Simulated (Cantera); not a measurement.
A closed system holds: 1 mol Si₂H₆, 0.21 mol CO₂, 1.3 mol N₂, at 0.0100 bar.

Method: chemical equilibrium by Gibbs-energy minimisation in Cantera with the NASA 1993 tables (ideal gas, pure condensed phases). Candidate condensed phases: C, C₆H₆, C₇H₈, C₈H₁₈, H₂O, Si, SiC, SiO₂, Si₂N₂O, Si₃N₄; 151 gas species. The feed counts by its element totals alone. N₂ is the only nitrogen source here; it is nearly inert below about 1500 K, so the nitride shown seldom forms there in practice. The numbers say what is thermodynamically allowed, not how fast it happens. All values below are at 300 °C.

Base state: H₂ 0.891, CH₄ 0.0725, N₂ 0.0368, NH₃ 0.000109 (mole fractions); condensed: Si₂N₂O(s) + Si₃N₄(s).

Question: What changes in the equilibrium state with this change: Si₂H₆ replaced by TEOS?

Answer: 
| species | before | after |
|---|---|---|
| H₂ | 0.891 | 0.355 |
| CH₄ | 0.0725 | 0.260 |
| H₂O | <1e-9 | 0.221 |
| CO₂ | <1e-9 | 0.0217 |
| N₂ | 0.0368 | 0.142 |
| CO | <1e-9 | 0.000856 |
| NH₃ | 0.000109 | 5.39e-5 |
| Si₂N₂O(s), mol | 0.420 | 0 |
| Si₃N₄(s), mol | 0.387 | 0 |
| C(graphite), mol | 0 | 5.63 |
| SiO₂(α-quartz), mol | 0 | 1.00 |

Question: What changes in the equilibrium state with this change: CO₂ from 0.21 to 1.6 mol?

Answer: 
```tsv
species	before	after
H₂	0.891	0.377
N₂	0.0368	0.331
CH₄	0.0725	0.292
NH₃	0.000109	8.98e-5
Si₂N₂O(s), mol	0.420	0.267
Si₃N₄(s), mol	0.387	0
C(graphite), mol	0	0.688
SiO₂(α-quartz), mol	0	1.47
```
